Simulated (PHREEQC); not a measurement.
3.4 g of hydrous ferric oxide (600 m²/g; 0.2 weak and 0.005 strong sites per Fe, Dzombak-Morel constants, diffuse double layer) in 1 kg of water with 0.1 mol/kgw of an inert sodium salt and 0.007 mol/kgw BaCl2 and 0.00051 mol/kgw H3BO3, at 25 °C; the pH is set by adding NaOH or the inert anion's acid. O2 is buffered at 0.21 atm. CO2 from the air is kept out. Precipitation was switched off in this run.

Equilibrium calculation in PHREEQC: ion-association model, wateq4f.dat.

```tsv
pH	Ba sorbed (%)	B sorbed (%)	surface charge σ (C/m²)
4	0.0	0.4	0.328
4.5	0.0	0.8	0.282
5	0.0	1.2	0.225
5.5	0.2	1.7	0.168
6	0.7	2.0	0.120
6.5	1.7	2.3	0.082
7	2.4	2.4	0.052
7.5	2.8	2.4	0.028
8	3.6	2.3	0.008
8.5	7.8	1.8	-0.008
9	19.7	1.0	-0.017
9.5	33.9	0.3	-0.022
10	43.5	0.0	-0.025
10.5	48.0	0.0	-0.026
11	49.7	0.0	-0.026
11.5	50.2	0.0	-0.027
12	50.3	0.0	-0.029
```
